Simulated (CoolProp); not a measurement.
Computed with CoolProp (reference Helmholtz-energy equation of state, Thol 2021).

Question: Give the vapour pressure (bar), liquid density (kg/m³), vapour Z of saturated chlorine at 2.65, 6.15 °C.

Answer: 
```json
[
 {"T (°C)": "2.65", "p (bar)": "4.01", "liquid density (kg/m³)": "1460", "vapour Z": "0.931"},
 {"T (°C)": "6.15", "p (bar)": "4.48", "liquid density (kg/m³)": "1450", "vapour Z": "0.926"}
]
```
